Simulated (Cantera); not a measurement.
A Cantera script and what it prints.

```python
import numpy as np
import cantera as ct

gas_names = """
    H H2 H2S Pb PbS Pb2 S SH S2 S8
""".split()
cond_names = """
    Pb(cr) Pb(L) PbS(s) PbS(L) S(cr1) S(cr2) S(L)
""".split()


# ... load() reads the species with a 1 bar reference pressure and builds the phases ...
atoms = {
    'PbS': {'Pb': 1, 'S': 1},
    'H2': {'H': 2},
}
top_T = {}  # K; cautious upper limits of use, not melting points


# ... equilibrate(T, P, feed) seeds the gas with the atoms and calls Mixture.equilibrate('TP', solver="vcs", rtol=1e-11, max_steps=5000) ...
results = []
feed = {'PbS': 1, 'H2': 4.4}  # mol
P = 5400  # Pa
for T in [700, 750, 800, 850, 900, 950, 1000, 1050, 1100]:
    mix = equilibrate(T, P, feed)
    results.append((T, P, feed, dict(zip(mix.species_names, mix.species_moles))))
    x = sorted(zip(gas.X, gas.species_names), reverse=True)
    print(f"T = {T:g} K  P = {P:g} Pa  gas = {mix.phase_moles(0):.4g} mol")
    print("   x: " + "  ".join(f"{s} {v:.3e}" for v, s in x if v > 0.001))
    print("   condensed (mol): " + ("  ".join(f"{mix.phase(i).name} {mix.phase_moles(i):.4g}"
          for i in range(1, mix.n_phases) if mix.phase_moles(i) > 1e-12) or "none"))
```

Result:

```
T = 700 K  P = 5400 Pa  gas = 4.4 mol
   x: H2 9.996e-01
   condensed (mol): Pb(L) 0.001576  PbS(s) 0.9984
T = 750 K  P = 5400 Pa  gas = 4.4 mol
   x: H2 9.991e-01
   condensed (mol): Pb(L) 0.003783  PbS(s) 0.9962
T = 800 K  P = 5400 Pa  gas = 4.4 mol
   x: H2 9.982e-01  H2S 1.839e-03
   condensed (mol): Pb(L) 0.008085  PbS(s) 0.9919
T = 850 K  P = 5400 Pa  gas = 4.4 mol
   x: H2 9.964e-01  H2S 3.573e-03
   condensed (mol): Pb(L) 0.0157  PbS(s) 0.9842
T = 900 K  P = 5400 Pa  gas = 4.4 mol
   x: H2 9.935e-01  H2S 6.413e-03
   condensed (mol): Pb(L) 0.02811  PbS(s) 0.9714
T = 950 K  P = 5400 Pa  gas = 4.402 mol
   x: H2 9.887e-01  H2S 1.076e-02
   condensed (mol): Pb(L) 0.04694  PbS(s) 0.9509
T = 1000 K  P = 5400 Pa  gas = 4.408 mol
   x: H2 9.811e-01  H2S 1.701e-02  PbS 1.625e-03
   condensed (mol): Pb(L) 0.07368  PbS(s) 0.9178
T = 1050 K  P = 5400 Pa  gas = 4.429 mol
   x: H2 9.680e-01  H2S 2.551e-02  PbS 5.677e-03
   condensed (mol): Pb(L) 0.1092  PbS(s) 0.8619
T = 1100 K  P = 5400 Pa  gas = 4.489 mol
   x: H2 9.438e-01  H2S 3.628e-02  PbS 1.761e-02  Pb 2.244e-03
   condensed (mol): Pb(L) 0.1529  PbS(s) 0.7579
```

These are equilibrium values from Cantera (NASA tables, ideal gas, pure condensed phases), not measurements of a reactor. Mutual solubility and eutectic melting of coexisting phases are not modelled.
